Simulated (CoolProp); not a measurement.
Vapour pressure (MPa) of nitrous oxide: the reference equation beside estimates from Tc = 309.5 K, pc = 7.245 MPa, ω = 0.161. Clausius-Clapeyron is anchored at 228.2 K with a constant enthalpy of vaporisation of 14.02 kJ/mol.

Computed with CoolProp (reference Helmholtz-energy equation of state, Lemmon 2006). It is a short technical equation, of lower accuracy than the large ones.

```tsv
T (K)	reference	Clausius-Clapeyron	van der Waals	Soave-Redlich-Kwong	Peng-Robinson
202.1	0.2591	0.3021	1.008	0.2592	0.2609
210.8	0.3878	0.4263	1.261	0.3882	0.3886
219.5	0.5602	0.5854	1.551	0.5614	0.5594
228.2	0.7846	0.7846	1.883	0.7874	0.7820
236.9	1.070	1.029	2.256	1.075	1.066
245.6	1.425	1.324	2.674	1.435	1.420
254.3	1.859	1.675	3.138	1.876	1.855
263	2.383	2.086	3.649	2.409	2.381
271.7	3.008	2.561	4.210	3.043	3.010
280.4	3.743	3.105	4.820	3.790	3.754
289.1	4.604	3.721	5.482	4.659	4.625
297.8	5.608	4.413	6.197	5.662	5.636
```

Absolute difference from the reference over all 12 rows, mean and median: Clausius-Clapeyron 11.4 and 11.2 %, van der Waals 104.1 and 78.2 %, Soave-Redlich-Kwong 0.7 and 0.8 %, Peng-Robinson 0.3 and 0.3 %.
